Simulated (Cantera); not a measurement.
# Reactions in the system H-N-Ni-S

Cantera with NASA thermochemical tables; ideal gases at 1 bar, condensed phases pure. Values are per mole of reaction as written; species without (g) are pure solids or liquids, kept so even where they would boil at 1 bar.

4 H2(g) + Ni3S4 → 3 Ni + 4 H2S(g)

```tsv
T (K)	ΔH° (kJ)	ΔS° (J/K)	ΔG° (kJ)	log10 K
300	219.0	203.1	158.1	-27.52
423	210.7	180.1	134.6	-16.62
473	207.3	172.3	125.8	-13.89
523	203.7	165.2	117.3	-11.72
573	200.3	159.0	109.2	-9.96
```

NiS + H2(g) → Ni + H2S(g)

```json
[
 {"T (K)": "300", "ΔH° (kJ)": "67.3", "ΔS° (J/K)": "51.9", "ΔG° (kJ)": "51.8", "log10 K": "-9.01"},
 {"T (K)": "423", "ΔH° (kJ)": "65.4", "ΔS° (J/K)": "46.5", "ΔG° (kJ)": "45.7", "log10 K": "-5.65"},
 {"T (K)": "473", "ΔH° (kJ)": "64.7", "ΔS° (J/K)": "44.8", "ΔG° (kJ)": "43.5", "log10 K": "-4.80"},
 {"T (K)": "523", "ΔH° (kJ)": "63.9", "ΔS° (J/K)": "43.3", "ΔG° (kJ)": "41.3", "log10 K": "-4.12"},
 {"T (K)": "573", "ΔH° (kJ)": "63.3", "ΔS° (J/K)": "42.1", "ΔG° (kJ)": "39.1", "log10 K": "-3.57"}
]
```

3 NiS + 2 NH3(g) → 3 Ni + N2(g) + 3 H2S(g)

| T (K) | ΔH° (kJ) | ΔS° (J/K) | ΔG° (kJ) | log10 K |
|---|---|---|---|---|
| 300 | 294.0 | 354.0 | 187.8 | -32.69 |
| 423 | 293.3 | 352.3 | 144.3 | -17.82 |
| 473 | 292.9 | 351.3 | 126.7 | -14.00 |
| 523 | 292.4 | 350.3 | 109.2 | -10.91 |
| 573 | 292.0 | 349.5 | 91.7 | -8.36 |
